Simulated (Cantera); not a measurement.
Cantera with NASA thermochemical tables; ideal gases at 1 bar, condensed phases pure. Values are per mole of reaction as written; species without (g) are pure solids or liquids, kept so even where they would boil at 1 bar.

F(g) + Cs(g) + HCl(g) → CsCl + HF(g), with ΔH° = -779.0 kJ and ΔS° = -246.2 J/K at 300 K.

Q: How far is the shortcut ΔG° ≈ ΔH°(300 K) − T·ΔS°(300 K) from the full temperature-dependent value at 1250, 1350, 1450, 1550, 1650 K?

A: 
```csv
T (K),shortcut (kJ),full (kJ),difference (kJ),difference in log10 K,condensed phases
1250,-471.2,-492.1,20.9,-0.88,CsCl(l)
1350,-446.5,-472.6,26.0,-1.01,CsCl(l)
1450,-421.9,-453.3,31.4,-1.13,CsCl(l)
1550,-397.3,-434.2,36.9,-1.24,CsCl(l)
1650,-372.7,-415.4,42.7,-1.35,CsCl(l)
```
The shortcut ignores heat capacities and the phase changes listed.
